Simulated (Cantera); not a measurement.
Charge: 1 mol FeS2, 160 mol H2, held at 1823 K and 51.0 mbar.

Cantera equilibrium calculation (NASA polynomials, part measured and part estimated; ideal gas, pure solids and liquids). Candidate condensed phases: Fe, FeS, FeS2, S; 8 gas species. Equilibrium is a limit: real reactors are often held back by kinetics, nucleation or transport.

Base state: H2 0.986, H2S 0.00805, H 0.00191, SH 0.00166, S2 0.00130, Fe 0.000798, S 0.000142 (mole fractions); condensed: Fe(l).

Question: What changes in the equilibrium state with this change: FeS2 replaced by Fe3O4?

Answer: 
```
species       before     after
----------  --------  --------
H2             0.986     0.972
H2O                0    0.0250
H            0.00191   0.00189
H2S          0.00805         0
Fe          0.000798  0.000798
SH           0.00166         0
S2           0.00130         0
S           0.000142         0
Fe(l), mol     0.872      2.87
```
Further candidate phases: FeO, Fe(OH)2, Fe(OH)3, Fe2O3, Fe3O4, H2O.
